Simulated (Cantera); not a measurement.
Mixture: C₃H₈ : O₂ : N₂ = 1 : 7.25 : 43.5 (molar parts), equivalence ratio 0.69, at 5630 Torr, adiabatic and at constant volume. Ignition delay is the time to a rise of 400 K.

Detailed kinetics in Cantera: GRI-Mech 3.0 (53 species, 325 reactions). GRI-Mech 3.0 was tuned for natural gas; its chemistry of propane as a main component is partial and can be far from experiment.

Task: Predict: delay at 1273 K; delay at 1348 K; delay at 1423 K; delay at 1498 K; delay at 1573 K; delay at 1648 K; delay at 1723 K; apparent activation energy between 1573 and 1723 K.

Result: 
```
Quantity                                                Result
--------------------------------------------------  ----------
delay at 1273 K                                       0.672 ms
delay at 1348 K                                       0.199 ms
delay at 1423 K                                        69.7 µs
delay at 1498 K                                        28.7 µs
delay at 1573 K                                        13.7 µs
delay at 1648 K                                        7.50 µs
delay at 1723 K                                        4.57 µs
apparent activation energy between 1573 and 1723 K  170 kJ/mol
```
